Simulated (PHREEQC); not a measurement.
Model water analysis in mg/kgw, 20 °C, pH 6.74, pe 9.3: Na 3120; K 57.1; Ca 94.9; Mg 102; Cl 2200; S(6) as SO4 4220; Alkalinity as HCO3 5.89; Cd 16.5; Pb 8.21; N(5) as NO3 2.06.

Valence states are taken as typed.

Equilibrium calculation in PHREEQC: ion-association model, phreeqc.dat.

```
quantity                   before    after
------------------------  -------  -------
ionic strength (mol/kgw)    0.176    0.176
SO4-2 (mol/kgw)            0.0344   0.0344
Mg+2 (mol/kgw)            0.00240  0.00240
Ca+2 (mol/kgw)            0.00149  0.00149
K+ (mol/kgw)              0.00137  0.00137
Cd+2 (mol/kgw)            3.38e-5  3.38e-5
SI of Cerussite (PbCO3)     -0.12    +0.16
SI of Anglesite (PbSO4)     +0.34    +0.33
```

### Question
Which change was made?
A. K from 57.1 to 114 mg/kgw
B. Cl from 2200 to 1100 mg/kgw
C. pH from 6.74 to 7.04 at the same alkalinity

### Answer
C, pH from 6.74 to 7.04 at the same alkalinity

Precipitation was switched off in this run. Some of these states are supersaturated (in Anglesite, Pb(OH)2, for instance).
